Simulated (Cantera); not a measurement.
A Cantera script and what it prints.

```python
import numpy as np
import cantera as ct

gas_names = [...]  # 92 gases of nasa_gas.yaml made of C, H, N
cond_names = """
    C(gr) C6H6(L) C7H8(L) C8H18(L),n-octa
""".split()


# ... load() reads the species with a 1 bar reference pressure and builds the phases ...
atoms = {
    'CH4': {'C': 1, 'H': 4},
    'NH3': {'N': 1, 'H': 3},
    'H2': {'H': 2},
}
top_T = {'C(gr)': 4500}  # K; cautious upper limits of use, not melting points


# ... equilibrate(T, P, feed) seeds the gas with the atoms and calls Mixture.equilibrate('TP', solver="vcs", rtol=1e-11, max_steps=5000) ...
results = []
feed = {'CH4': 1, 'NH3': 0.36, 'H2': 5.1}  # mol
P = 880000  # Pa
for T in [800, 900, 1000, 1100, 1200, 1300, 1400, 1500, 1600, 1700, 1800, 1900]:
    mix = equilibrate(T, P, feed)
    results.append((T, P, feed, dict(zip(mix.species_names, mix.species_moles))))
    x = sorted(zip(gas.X, gas.species_names), reverse=True)
    print(f"T = {T:g} K  P = {P:g} Pa  gas = {mix.phase_moles(0):.4g} mol")
    print("   x: " + "  ".join(f"{s} {v:.3e}" for v, s in x if v > 1e-05))
    print("   condensed (mol): " + ("  ".join(f"{mix.phase(i).name} {mix.phase_moles(i):.4g}"
          for i in range(1, mix.n_phases) if mix.phase_moles(i) > 1e-12) or "none"))
```

Output:

```
T = 800 K  P = 880000 Pa  gas = 6.799 mol
   x: H2 8.249e-01  CH4 1.471e-01  N2 2.492e-02  NH3 3.112e-03
   condensed (mol): none
T = 900 K  P = 880000 Pa  gas = 6.811 mol
   x: H2 8.261e-01  CH4 1.468e-01  N2 2.578e-02  NH3 1.285e-03
   condensed (mol): none
T = 1000 K  P = 880000 Pa  gas = 6.816 mol
   x: H2 8.266e-01  CH4 1.467e-01  N2 2.610e-02  NH3 6.219e-04
   condensed (mol): none
T = 1100 K  P = 880000 Pa  gas = 6.818 mol
   x: H2 8.268e-01  CH4 1.466e-01  N2 2.623e-02  NH3 3.404e-04  C2H6 1.024e-05
   condensed (mol): none
T = 1200 K  P = 880000 Pa  gas = 7.075 mol
   x: H2 8.694e-01  CH4 1.051e-01  N2 2.533e-02  NH3 2.170e-04  HCN 1.106e-05
   condensed (mol): C(gr) 0.2563
T = 1300 K  P = 880000 Pa  gas = 7.388 mol
   x: H2 9.173e-01  CH4 5.823e-02  N2 2.427e-02  NH3 1.494e-04  HCN 3.089e-05  C2H4 1.226e-05
   condensed (mol): C(gr) 0.5693
T = 1400 K  P = 880000 Pa  gas = 7.564 mol
   x: H2 9.423e-01  CH4 3.376e-02  N2 2.371e-02  NH3 1.060e-04  HCN 7.417e-05  C2H4 1.640e-05
   condensed (mol): C(gr) 0.7438
T = 1500 K  P = 880000 Pa  gas = 7.661 mol
   x: H2 9.557e-01  N2 2.338e-02  CH4 2.065e-02  HCN 1.580e-04  NH3 7.785e-05  C2H4 2.066e-05
   condensed (mol): C(gr) 0.84
T = 1600 K  P = 880000 Pa  gas = 7.717 mol
   x: H2 9.631e-01  N2 2.314e-02  CH4 1.333e-02  HCN 3.056e-04  NH3 5.907e-05  C2H2,acetylene 2.649e-05  C2H4 2.502e-05  H 1.799e-05
   condensed (mol): C(gr) 0.8939
T = 1700 K  P = 880000 Pa  gas = 7.75 mol
   x: H2 9.673e-01  N2 2.292e-02  CH4 9.019e-03  HCN 5.454e-04  C2H2,acetylene 7.100e-05  H 4.885e-05  NH3 4.613e-05  C2H4 2.946e-05  HNC 1.631e-05
   condensed (mol): C(gr) 0.9241
T = 1800 K  P = 880000 Pa  gas = 7.77 mol
   x: H2 9.696e-01  N2 2.267e-02  CH4 6.366e-03  HCN 9.104e-04  C2H2,acetylene 1.701e-04  H 1.189e-04  NH3 3.692e-05  HNC 3.455e-05  C2H4 3.395e-05  CH3 1.578e-05
   condensed (mol): C(gr) 0.9399
T = 1900 K  P = 880000 Pa  gas = 7.784 mol
   x: H2 9.707e-01  N2 2.236e-02  CH4 4.661e-03  HCN 1.435e-03  C2H2,acetylene 3.707e-04  H 2.636e-04  HNC 6.736e-05  C2H4 3.845e-05  NH3 3.016e-05  CH3 2.536e-05
   condensed (mol): C(gr) 0.9454
```

Cantera equilibrium calculation (NASA polynomials, part measured and part estimated; ideal gas, pure solids and liquids).
